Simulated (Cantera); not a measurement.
Feed: 1 mol Fe2O3, 82 mol H2, 7.7 mol H2O, equilibrated at 1248 K and 15.0 Pa.

These are equilibrium values from Cantera (NASA tables, ideal gas, pure condensed phases), not measurements of a reactor. Candidate condensed phases: Fe, FeO, Fe(OH)2, Fe(OH)3, Fe2O3, Fe3O4, H2O; 12 gas species. Equilibrium is a limit: real reactors are often held back by kinetics, nucleation or transport.

Question: What is the equilibrium state?

Answer: 
```json
{
 "x(H2)": "0.881",
 "x(H2O)": "0.119",
 "x(H)": "3.58e-5",
 "x(Fe)": "1.55e-6",
 "n(Fe(γ))": "2.00 mol",
 "gas_amount": "89.70 mol",
 "log10 activity of Fe(OH)2(s) (absent)": "-10.39",
 "log10 activity of Fe(OH)3(s) (absent)": "-18.02"
}
```
